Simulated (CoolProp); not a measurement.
Model: reference Helmholtz-energy equation of state, Thol 2019, in CoolProp.

Task: Give the vapour pressure (MPa), vapour density (kg/m³), surface tension (mN/m) of saturated n-pentane at 211.5, 254.1, 318 K.

Result: 
```
T (K)   p (MPa)  vapour density (kg/m³)  surface tension (mN/m)
-----  --------  ----------------------  ----------------------
211.5  0.000547                  0.0225                    25.3
254.1   0.00951                   0.327                    20.4
318       0.135                    3.91                    13.3
```

Surface tension comes from a separate correlation (Mulero 2012).
